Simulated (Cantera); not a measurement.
A perfectly stirred reactor is fed with 12.3 % CH4, 1.01 % H2, 17.9 % O2, 67.2 % N2, 1.59 % CO2, equivalence ratio 1.4, at 9.30 bar; it is adiabatic with a 523 K inlet, and is followed from long to short residence time, starting on the burning branch (τ in s: 0.021, 0.0087, 0.0036, 0.0015, 0.00064, 0.00027, 0.00011, 4.6e-05, 1.9e-05).

Detailed kinetics in Cantera: GRI-Mech 3.0 (53 species, 325 reactions).

Task: Predict: blow-out, bracketed by the residence times tried; x(CH4) at τ = 21.0 ms; x(H2) at τ = 21.0 ms; x(O2) at τ = 21.0 ms; x(CH2O) at τ = 21.0 ms; x(C2H6) at τ = 21.0 ms; x(CH4) at τ = 0.640 ms; x(H2) at τ = 0.640 ms; x(O2) at τ = 0.640 ms; x(CH2O) at τ = 0.640 ms; x(C2H6) at τ = 0.640 ms.

Result: 
```
Quantity                                                                        Result
------------------------------------------------  ------------------------------------
blow-out, bracketed by the residence times tried  burning at 0.270 ms, out at 0.110 ms
x(CH4) at τ = 21.0 ms                                                         0.000631
x(H2) at τ = 21.0 ms                                                            0.0539
x(O2) at τ = 21.0 ms                                                          0.000153
x(CH2O) at τ = 21.0 ms                                                         3.60e-6
x(C2H6) at τ = 21.0 ms                                                         1.28e-7
x(CH4) at τ = 0.640 ms                                                         0.00413
x(H2) at τ = 0.640 ms                                                           0.0440
x(O2) at τ = 0.640 ms                                                          0.00343
x(CH2O) at τ = 0.640 ms                                                        5.20e-5
x(C2H6) at τ = 0.640 ms                                                        1.16e-5
```
